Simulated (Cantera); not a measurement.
What does this Cantera script print?

```python
import numpy as np
import cantera as ct

gas_names = """
    C CH CH2 CH3 CH2OH CH3O CH4 CH3OH CN CO CO2 COOH C2 C2H CHCO,ketyl C2H2,acetylene C2H2,vinylidene
    CH2CO,ketene C2H3,vinyl CH3CN CH3CO,acetyl C2H4 C2H4O,ethylen CH3CHO,ethanal CH3COOH (HCOOH)2 C2H5
    C2H6 CH3OCH3 C2H5OH CCN CNC C2N2 C2O C3 C3H3,propargyl C3H4,allene C3H4,propyne C3H4,cyclo-
    C3H5,allyl C3H6,propylene C3H6,cyclo- C3H6O C3H7,n-propyl C3H7,i-propyl C3H8 C3H8O,1propanol
    C3H8O,2propanol C3O2 C4 C4H2 C4H4,1,3-cyclo- C4H6,butadiene C4H6,2-butyne C4H6,cyclo- C4H8,1-butene
    C4H8,cis2-buten C4H8,tr2-butene C4H8,isobutene C4H8,cyclo- (CH3COOH)2 C4H9,n-butyl C4H9,i-butyl
    C4H9,s-butyl C4H9,t-butyl C4H10,isobutane C4H10,n-butane C4N2 C5 C5H6,1,3cyclo- C5H8,cyclo-
    C5H10,1-pentene C5H10,cyclo- C5H11,pentyl C5H11,t-pentyl C5H12,n-pentane C5H12,i-pentane
    CH3C(CH3)2CH3 C6H2 C6H5,phenyl C6H5O,phenoxy C6H6 C6H5OH,phenol C6H10,cyclo- C6H12,1-hexene
    C6H12,cyclo- C6H13,n-hexyl C7H7,benzyl C7H8 C7H8O,cresol C7H14,1-heptene C7H15,n-heptyl
    C7H16,n-heptane C8H8,styrene C8H10,ethylbenz C8H16,1-octene C8H17,n-octyl C8H18,isooctane
    C8H18,n-octane C9H19,n-nonyl C10H8,naphthale C10H21,n-decyl C12H9,o-bipheny C12H10,bipheny H HCN HCO
    HCCN HNC HNCO HNO HNO2 HNO3 HO2 H2 HCHO,formaldehy HCOOH H2O H2O2 N NCO NH NH2 NH3 NH2OH NO NO2 NO3
    N2 N2H2 N2H4 N2O O OH O2 O3 Si SiC SiC2 SiC4H12 SiH SiH2 SiH3 SiH4 SiN SiO SiO2 Si2 Si2C Si2N Si3
""".split()
cond_names = """
    C(gr) C6H6(L) C7H8(L) C8H18(L),n-octa H2O(s) H2O(L) Si(cr) Si(L) SiC(b) SiO2(Lqz) SiO2(hqz) SiO2(L)
    Si2N2O(s) Si3N4(a)
""".split()


def load(file, names, dense=False):
    # The tables refer to 1 bar. Condensed volumes are neglected.
    table = {s.name: s for s in ct.Species.list_from_file(file)}
    out = []
    for n in names:
        d = dict(table[n].input_data)
        d["thermo"] = dict(d["thermo"], **{"reference-pressure": 1e5})
        if dense:
            d["equation-of-state"] = {"model": "constant-volume", "density": "1e6 g/cm^3"}
        out.append(ct.Species.from_dict(d))
    return out


gas = ct.Solution(thermo="ideal-gas", species=load("nasa_gas.yaml", gas_names))
cond = {s.name: ct.Solution(thermo="fixed-stoichiometry", species=[s], name=s.name)
        for s in load("nasa_condensed.yaml", cond_names, dense=True)}
atoms = {
    'SiC': {'Si': 1, 'C': 1},
    'H2O': {'H': 2, 'O': 1},
    'N2': {'N': 2},
}
top_T = {'C(gr)': 4500, 'SiC(b)': 3050, 'Si2N2O(s)': 2100, 'Si3N4(a)': 2400}  # K; cautious upper limits of use, not melting points


def equilibrate(T, P, feed):
    n = {}
    for name, mol in feed.items():
        for a, k in atoms[name].items():
            n[a] = n.get(a, 0.0) + k * mol
    gas.TPX = T, P, n
    mass = sum(n.values()) * gas.mean_molecular_weight
    gas.equilibrate("TP")
    valid = [c for c in cond.values() if c.min_temp <= T <= top_T.get(c.name, c.max_temp)]
    mix = ct.Mixture([(gas, mass / gas.mean_molecular_weight)] + [(c, 0.0) for c in valid])
    mix.T, mix.P = T, P
    mix.equilibrate("TP", solver="vcs", rtol=1e-11, max_steps=5000)
    return mix


results = []
T = 1473.15  # K
P = 13332.2  # Pa
for m in [0.0012, 0.002, 0.0033, 0.0056, 0.0092, 0.015, 0.025, 0.042, 0.07, 0.12, 0.19]:
    feed = {'SiC': 1, 'H2O': m, 'N2': 20}  # mol
    mix = equilibrate(T, P, feed)
    results.append((T, P, feed, dict(zip(mix.species_names, mix.species_moles))))

top = {s: max(r[3][s] / sum(r[3][g] for g in gas_names) for r in results) for s in gas_names}
cols = sorted((s for s in top if top[s] > 1e-06), key=lambda s: -top[s])[:6]
seen = [c for c in cond_names if any(r[3].get(c, 0) > 1e-12 for r in results)]
print("log10 of partial pressures in bar; condensed amounts in mol")
print(f"{'n(H2O)':>10s}" + "".join(f"{s[:9]:>10s}" for s in cols + seen))
for T, P, feed, n in results:
    ng = sum(n[g] for g in gas_names)
    print(f"{feed['H2O']:10.4g}" + "".join(f"{np.log10(max(n[s] / ng * P / 1e5, 1e-99)):10.3f}" for s in cols)
          + "".join(f"{n.get(c, 0):10.4g}" for c in seen))
```

Output:

```
log10 of partial pressures in bar; condensed amounts in mol
    n(H2O)        N2        H2        CO       HCN         H       HNC     C(gr) Si2N2O(s)  Si3N4(a)
    0.0012    -0.875    -5.108    -5.083    -6.051    -7.451    -7.862    0.9987         0    0.3333
     0.002    -0.875    -4.880    -4.861    -5.937    -7.337    -7.748    0.9978         0    0.3333
    0.0033    -0.875    -4.658    -4.643    -5.826    -7.226    -7.638    0.9965         0    0.3333
    0.0056    -0.875    -4.425    -4.550    -5.710    -7.110    -7.521    0.9956  0.001509    0.3323
    0.0092    -0.875    -4.207    -4.550    -5.601    -7.001    -7.412    0.9955  0.005108    0.3299
     0.015    -0.876    -3.993    -4.550    -5.494    -6.894    -7.305    0.9954   0.01091    0.3261
     0.025    -0.876    -3.770    -4.550    -5.382    -6.782    -7.194    0.9953    0.0209    0.3194
     0.042    -0.876    -3.544    -4.550    -5.270    -6.669    -7.081    0.9951    0.0379    0.3081
      0.07    -0.877    -3.322    -4.551    -5.159    -6.558    -6.970    0.9949    0.0659    0.2894
      0.12    -0.878    -3.088    -4.551    -5.043    -6.441    -6.854    0.9945    0.1159    0.2561
      0.19    -0.879    -2.890    -4.552    -4.945    -6.342    -6.756    0.9942    0.1859    0.2094
```

Equilibrium computed with Cantera from the NASA thermochemical tables; the gas is ideal and each condensed phase is pure. N2 is the only nitrogen source here; it is nearly inert below about 1500 K, so the nitride shown seldom forms there in practice. Mutual solubility and eutectic melting of coexisting phases are not modelled.
